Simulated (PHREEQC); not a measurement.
Make-up at 94 °C: 0.013 mol/kgw H2SO4, 4.6e-05 mol/kgw CuSO4 and 0.29 mol/kgw NiSO4. Closed to the air; pH follows from the charge balance.

Equilibrium calculation in PHREEQC: ion-association model, wateq4f.dat.

- pH: 2.88
- ionic strength: 0.498 mol/kgw
- activity of water: 0.993
- total alkalinity: -26.0 meq/kg

| species | molality | activity | log γ |
|---|---|---|---|
| NiSO4 | 0.163 | 0.182 | 0.050 |
| Ni+2 | 0.127 | 0.0301 | -0.625 |
| SO4-2 | 0.115 | 0.0192 | -0.777 |
| HSO4- | 0.0242 | 0.0153 | -0.200 |
| H+ | 0.00179 | 0.00133 | -0.132 |
| Ni(SO4)2-2 | 0.000491 | 0.000116 | -0.625 |
| CuSO4 | 2.38e-5 | 2.67e-5 | 0.050 |
| Cu+2 | 2.22e-5 | 4.61e-6 | -0.683 |
| NiOH+ | 2.29e-7 | 1.60e-7 | -0.156 |

This is a speciation only: nothing precipitates in the calculation. At this temperature some constants are extrapolated from 25 °C, and those without enthalpy data are left unchanged.
